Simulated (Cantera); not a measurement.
# Equilibrium for abatement and gas-phase synthesis: NH₃ + SO₂ + O₂

Feed: 1 mol NH₃, 0.0049 mol SO₂, 0.15 mol O₂, held at 8100000 Pa.

Method: chemical equilibrium by Gibbs-energy minimisation in Cantera with the NASA 1993 tables (ideal gas, pure condensed phases). Candidate condensed phases: H₂O, H₂SO₄, S; 35 gas species. The ideal-gas law is rough above about 30 bar. Kinetics and transport are ignored.

```tsv
T (K)	x H₂	x N₂	x H₂O	x H	x H₂S	x NH₃	x SH	x OH
1300	0.591	0.249	0.155	9.45e-8	0.00246	0.00228	2.07e-7	3.24e-10
1500	0.592	0.250	0.155	1.50e-6	0.00245	0.00114	1.58e-6	1.13e-8
1700	0.592	0.250	0.155	1.26e-5	0.00244	0.000671	7.45e-6	1.70e-7
1900	0.592	0.250	0.155	6.79e-5	0.00242	0.000442	2.52e-5	1.46e-6
2100	0.592	0.250	0.155	0.000266	0.00238	0.000316	6.66e-5	8.30e-6
2300	0.592	0.250	0.155	0.000827	0.00229	0.000240	0.000145	3.49e-5
2500	0.591	0.250	0.155	0.00215	0.00214	0.000191	0.000270	0.000116
2700	0.589	0.249	0.154	0.00484	0.00193	0.000157	0.000436	0.000325
```
x: gas mole fraction; nothing condenses.

From 1300 K to 2700 K nothing is condensed.
